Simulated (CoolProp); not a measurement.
Toluene at several states: fugacity coefficient from the reference equation and from simpler models built on Tc = 318.6 °C, pc = 4126 kPa, ω = 0.266; each cubic takes its own stable root.

Computed with CoolProp (reference Helmholtz-energy equation of state, Lemmon 2006). It is a short technical equation, of lower accuracy than the large ones.

```json
[
 {"T (°C)": "131.55", "p (kPa)": "1340", "phase": "liquid", "reference": "0.1302", "van der Waals": "0.4954", "Soave-Redlich-Kwong": "0.1318"},
 {"T (°C)": "108.55", "p (kPa)": "57.8", "phase": "gas", "reference": "0.9774", "van der Waals": "0.9885", "Soave-Redlich-Kwong": "0.9821"},
 {"T (°C)": "1.85", "p (kPa)": "315", "phase": "liquid", "reference": "0.003274", "van der Waals": "0.2160", "Soave-Redlich-Kwong": "0.003171"},
 {"T (°C)": "48.35", "p (kPa)": "738", "phase": "liquid", "reference": "0.01585", "van der Waals": "0.2615", "Soave-Redlich-Kwong": "0.01549"},
 {"T (°C)": "-29.45", "p (kPa)": "34", "phase": "liquid", "reference": "0.003125", "van der Waals": "0.7877", "Soave-Redlich-Kwong": "0.003064"},
 {"T (°C)": "133.65", "p (kPa)": "533", "phase": "liquid", "reference": "0.3342", "van der Waals": "0.9082", "Soave-Redlich-Kwong": "0.3374"}
]
```

At some of these states van der Waals gives the other phase, because its saturation line lies elsewhere.
